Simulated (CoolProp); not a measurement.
Vapour-liquid equilibrium of ethane (1) + propylene (2) at -60.75 °C; x and y are mole fractions of (1).

Computed with CoolProp (multi-fluid Helmholtz-energy mixture model, Bücker 2006 and Lemmon 2013; pair parameters Bell 2016).

| x | bubble pressure (bar) | y at the bubble point | dew pressure at overall composition x (bar) | liquid density (mol/L) |
|---|---|---|---|---|
| 0.05 | 0.7066 | 0.275 | 0.5594 | 14.97 |
| 0.2 | 1.198 | 0.630 | 0.6496 | 15.27 |
| 0.35 | 1.664 | 0.777 | 0.7737 | 15.56 |
| 0.5 | 2.119 | 0.860 | 0.9554 | 15.87 |
| 0.65 | 2.573 | 0.916 | 1.245 | 16.17 |
| 0.8 | 3.036 | 0.957 | 1.771 | 16.47 |
| 0.95 | 3.513 | 0.990 | 2.943 | 16.77 |

No azeotrope shows between x = 0.05 and 0.95.

The pair parameters rest on a limited set of measurements; away from them the model extrapolates. The gap from Raoult's law changes sign with composition, which may be real or a fault of the pair parameters; it wasn't checked against measurements.
